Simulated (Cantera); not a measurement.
What does this Cantera script print?

```python
import numpy as np
import cantera as ct

gas_names = """
    Cs CsO CsOH Cs2 Cs2O Cs2O2H2 H HO2 H2 H2O H2O2 O OH O2 O3
""".split()
cond_names = """
    Cs(cr) Cs(L) CsOH(a) CsOH(b) CsOH(c) CsOH(L) H2O(s) H2O(L)
""".split()


# ... load() reads the species with a 1 bar reference pressure and builds the phases ...
atoms = {
    'CsOH': {'Cs': 1, 'O': 1, 'H': 1},
    'H2': {'H': 2},
}
top_T = {}  # K; cautious upper limits of use, not melting points


# ... equilibrate(T, P, feed) seeds the gas with the atoms and calls Mixture.equilibrate('TP', solver="vcs", rtol=1e-11, max_steps=5000) ...
results = []
T = 1898  # K
P = 820  # Pa
for m in [0.29, 0.4, 0.53, 0.71, 0.95, 1.3, 1.7, 2.3, 3.1, 4.1, 5.6, 7.4, 10]:
    feed = {'CsOH': 1, 'H2': m}  # mol
    mix = equilibrate(T, P, feed)
    results.append((T, P, feed, dict(zip(mix.species_names, mix.species_moles))))
    x = sorted(zip(gas.X, gas.species_names), reverse=True)
    print(f"T = {T:g} K  P = {P:g} Pa  n(H2) = {m:g} mol  gas = {mix.phase_moles(0):.4g} mol")
    print("   x: " + "  ".join(f"{s} {v:.3e}" for v, s in x if v > 0.0001))
    print("   condensed (mol): " + ("  ".join(f"{mix.phase(i).name} {mix.phase_moles(i):.4g}"
          for i in range(1, mix.n_phases) if mix.phase_moles(i) > 1e-12) or "none"))
```

Output:

```
T = 1898 K  P = 820 Pa  n(H2) = 0.29 mol  gas = 1.539 mol
   x: CsOH 3.300e-01  Cs 3.198e-01  H2O 3.180e-01  H2 2.905e-02  H 1.471e-03  OH 1.317e-03  O2 2.397e-04
   condensed (mol): none
T = 1898 K  P = 820 Pa  n(H2) = 0.4 mol  gas = 1.691 mol
   x: Cs 3.410e-01  H2O 3.399e-01  CsOH 2.503e-01  H2 6.556e-02  H 2.210e-03  OH 9.373e-04
   condensed (mol): none
T = 1898 K  P = 820 Pa  n(H2) = 0.53 mol  gas = 1.853 mol
   x: Cs 3.446e-01  H2O 3.438e-01  CsOH 1.952e-01  H2 1.128e-01  H 2.899e-03  OH 7.230e-04
   condensed (mol): none
T = 1898 K  P = 820 Pa  n(H2) = 0.71 mol  gas = 2.061 mol
   x: Cs 3.361e-01  H2O 3.355e-01  H2 1.750e-01  CsOH 1.491e-01  H 3.611e-03  OH 5.664e-04
   condensed (mol): none
T = 1898 K  P = 820 Pa  n(H2) = 0.95 mol  gas = 2.325 mol
   x: Cs 3.179e-01  H2O 3.175e-01  H2 2.477e-01  CsOH 1.122e-01  H 4.296e-03  OH 4.504e-04
   condensed (mol): none
T = 1898 K  P = 820 Pa  n(H2) = 1.3 mol  gas = 2.699 mol
   x: H2 3.343e-01  Cs 2.901e-01  H2O 2.898e-01  CsOH 8.042e-02  H 4.991e-03  OH 3.539e-04
   condensed (mol): none
T = 1898 K  P = 820 Pa  n(H2) = 1.7 mol  gas = 3.117 mol
   x: H2 4.119e-01  Cs 2.618e-01  H2O 2.615e-01  CsOH 5.900e-02  H 5.540e-03  OH 2.877e-04
   condensed (mol): none
T = 1898 K  P = 820 Pa  n(H2) = 2.3 mol  gas = 3.736 mol
   x: H2 4.990e-01  Cs 2.272e-01  H2O 2.270e-01  CsOH 4.039e-02  H 6.098e-03  OH 2.269e-04
   condensed (mol): none
T = 1898 K  P = 820 Pa  n(H2) = 3.1 mol  gas = 4.554 mol
   x: H2 5.812e-01  Cs 1.927e-01  H2O 1.925e-01  CsOH 2.691e-02  H 6.581e-03  OH 1.783e-04
   condensed (mol): none
T = 1898 K  P = 820 Pa  n(H2) = 4.1 mol  gas = 5.57 mol
   x: H2 6.519e-01  Cs 1.616e-01  H2O 1.615e-01  CsOH 1.789e-02  H 6.969e-03  OH 1.413e-04
   condensed (mol): none
T = 1898 K  P = 820 Pa  n(H2) = 5.6 mol  gas = 7.087 mol
   x: H2 7.215e-01  Cs 1.301e-01  H2O 1.300e-01  CsOH 1.101e-02  H 7.332e-03  OH 1.081e-04
   condensed (mol): none
T = 1898 K  P = 820 Pa  n(H2) = 7.4 mol  gas = 8.903 mol
   x: H2 7.747e-01  Cs 1.053e-01  H2O 1.053e-01  H 7.598e-03  CsOH 6.969e-03
   condensed (mol): none
T = 1898 K  P = 820 Pa  n(H2) = 10 mol  gas = 11.52 mol
   x: H2 8.227e-01  Cs 8.263e-02  H2O 8.257e-02  H 7.830e-03  CsOH 4.161e-03
   condensed (mol): none
```

These are equilibrium values from Cantera (NASA tables, ideal gas, pure condensed phases), not measurements of a reactor.
